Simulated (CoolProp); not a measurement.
A simple Rankine cycle with chloromethane (R40): condensing at 318.15 K, boiler at 3.01 MPa, turbine inlet 374.1 K, turbine efficiency 0.7, pump efficiency 0.8, no recuperator. Each further row changes one setting.

Computed with CoolProp (reference Helmholtz-energy equation of state, Thol 2014).

```csv
case,thermal efficiency (%),net work (kJ/kg),heat in (kJ/kg),turbine exit temperature (K),volume ratio over the turbine
as stated,8.3,29.6,359,318.1,2.93
turbine inlet 394.1 K,8.5,33.3,(withheld),325.7,2.80
condensing temperature 310.15 K,9.5,(withheld),(withheld),310.2,(withheld)
boiler pressure 2.11 MPa,(withheld),23.5,384,(withheld),(withheld)
turbine efficiency 0.6,7.0,(withheld),359,318.1,2.97
```

Problem. What belongs in the gaps?

Solution. 
- turbine inlet 394.1 K, heat in (kJ/kg): 390
- condensing temperature 310.15 K, net work (kJ/kg): 35.3
- condensing temperature 310.15 K, heat in (kJ/kg): 373
- condensing temperature 310.15 K, volume ratio over the turbine: 3.57
- boiler pressure 2.11 MPa, thermal efficiency (%): 6.1
- boiler pressure 2.11 MPa, turbine exit temperature (K): 329.4
- boiler pressure 2.11 MPa, volume ratio over the turbine: 2.00
- turbine efficiency 0.6, net work (kJ/kg): 25.0

The expansion ends wet for: as stated; condensing temperature 310.15 K; turbine efficiency 0.6.
